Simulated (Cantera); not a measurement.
An isothermal, constant-pressure homogeneous reactor starts with 2.35 % CO, 4.06 % O2, 3.34 % H2O, 90.3 % N2, at 1350 K and 4.93 atm.

Computed with Cantera and GRI-Mech 3.0 (53 species, 325 reactions).

x: mole fraction; the columns are a selection and need not sum to one.

```json
[
 {"t (s)": "6.00e-5", "x CO": "0.0235", "x O2": "0.0406", "x H2O": "0.0334", "x HO2": "(withheld)", "x NO2": "<1e-12", "x NO": "<1e-12", "x N2O": "2.19e-10"},
 {"t (s)": "0.000126", "x CO": "0.0231", "x O2": "0.0404", "x H2O": "0.0333", "x HO2": "(withheld)", "x NO2": "4.19e-12", "x NO": "2.62e-10", "x N2O": "1.97e-8"},
 {"t (s)": "0.000266", "x CO": "0.0162", "x O2": "0.0370", "x H2O": "0.0331", "x HO2": "(withheld)", "x NO2": "9.61e-10", "x NO": "6.84e-8", "x N2O": "4.81e-7"},
 {"t (s)": "0.000559", "x CO": "0.00755", "x O2": "0.0328", "x H2O": "0.0334", "x HO2": "(withheld)", "x NO2": "3.56e-9", "x NO": "1.67e-7", "x N2O": "1.08e-6"},
 {"t (s)": "0.00118", "x CO": "0.00268", "x O2": "0.0305", "x H2O": "0.0336", "x HO2": "(withheld)", "x NO2": "7.94e-9", "x NO": "2.16e-7", "x N2O": "1.49e-6"},
 {"t (s)": "0.00247", "x CO": "0.000733", "x O2": "0.0296", "x H2O": "0.0337", "x HO2": "(withheld)", "x NO2": "1.33e-8", "x NO": "2.37e-7", "x N2O": "1.72e-6"},
 {"t (s)": "0.00521", "x CO": "0.000157", "x O2": "0.0293", "x H2O": "0.0338", "x HO2": "(withheld)", "x NO2": "1.42e-8", "x NO": "2.48e-7", "x N2O": "1.78e-6"},
 {"t (s)": "0.0110", "x CO": "2.75e-5", "x O2": "0.0292", "x H2O": "0.0338", "x HO2": "(withheld)", "x NO2": "8.93e-9", "x NO": "2.59e-7", "x N2O": "1.68e-6"},
 {"t (s)": "0.0230", "x CO": "3.97e-6", "x O2": "0.0292", "x H2O": "0.0338", "x HO2": "(withheld)", "x NO2": "4.04e-9", "x NO": "2.66e-7", "x N2O": "1.40e-6"},
 {"t (s)": "0.0485", "x CO": "3.99e-7", "x O2": "0.0292", "x H2O": "0.0338", "x HO2": "(withheld)", "x NO2": "2.23e-9", "x NO": "2.69e-7", "x N2O": "9.27e-7"},
 {"t (s)": "0.102", "x CO": "3.64e-8", "x O2": "0.0292", "x H2O": "0.0338", "x HO2": "1.20e-8", "x NO2": "2.00e-9", "x NO": "2.70e-7", "x N2O": "3.91e-7"},
 {"t (s)": "0.215", "x CO": "2.53e-8", "x O2": "0.0292", "x H2O": "0.0338", "x HO2": "1.17e-8", "x NO2": "2.00e-9", "x NO": "2.70e-7", "x N2O": "8.58e-8"},
 {"t (s)": "0.452", "x CO": "2.51e-8", "x O2": "0.0292", "x H2O": "0.0338", "x HO2": "1.17e-8", "x NO2": "2.00e-9", "x NO": "2.70e-7", "x N2O": "3.50e-8"},
 {"t (s)": "0.951", "x CO": "2.51e-8", "x O2": "0.0292", "x H2O": "0.0338", "x HO2": "1.17e-8", "x NO2": "2.01e-9", "x NO": "2.71e-7", "x N2O": "3.41e-8"},
 {"t (s)": "2.00", "x CO": "2.51e-8", "x O2": "0.0292", "x H2O": "0.0338", "x HO2": "1.17e-8", "x NO2": "2.01e-9", "x NO": "2.71e-7", "x N2O": "3.41e-8"}
]
```

Task: What belongs in the gaps?

Result: 
- 6.00e-5, x HO2: 7.34e-7
- 0.000126, x HO2: 2.50e-5
- 0.000266, x HO2: 3.22e-5
- 0.000559, x HO2: 2.16e-5
- 0.00118, x HO2: 1.10e-5
- 0.00247, x HO2: 3.94e-6
- 0.00521, x HO2: 9.77e-7
- 0.0110, x HO2: 1.94e-7
- 0.0230, x HO2: 3.96e-8
- 0.0485, x HO2: 1.49e-8
